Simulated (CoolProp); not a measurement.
Vapour-liquid equilibrium of ethane (1) + propylene (2) at -50.65 °C; x and y are mole fractions of (1).

The numbers come from the multi-fluid Helmholtz-energy mixture model, Bücker 2006 and Lemmon 2013; pair parameters Bell 2016 in CoolProp.

```
x     bubble pressure, mixture model (MPa)  bubble pressure, Raoult's law (MPa)  y, mixture model  y, Raoult's law
----  ------------------------------------  -----------------------------------  ----------------  ---------------
0.05                                0.1122                               0.1106             0.247            0.244
0.15                                0.1588                               0.1557                 …            0.519
0.25                                0.2038                               0.2008             0.659            0.671
0.35                                0.2479                               0.2459             0.751            0.767
0.45                                0.2914                               0.2910             0.816            0.834
0.55                                     …                               0.3361             0.865            0.882
0.65                                0.3787                               0.3812             0.904            0.919
0.75                                     …                               0.4263             0.937            0.948
0.85                                0.4685                               0.4714             0.964            0.972
0.95                                     …                               0.5165                 …            0.991
```

Question: Fill in the missing entries.

Answer: 
- 0.15, y, mixture model: 0.514
- 0.55, bubble pressure, mixture model (MPa): 0.3349
- 0.75, bubble pressure, mixture model (MPa): 0.4231
- 0.95, bubble pressure, mixture model (MPa): 0.5151
- 0.95, y, mixture model: 0.989

The largest gap from Raoult's law is +2.0 % in bubble pressure, at x = 0.15. No azeotrope shows between x = 0.05 and 0.95.

Pair parameters are fitted to limited data, so mixtures are less certain than the pure fluids. The gap from Raoult's law changes sign with composition, which may be real or a fault of the pair parameters; it wasn't checked against measurements.
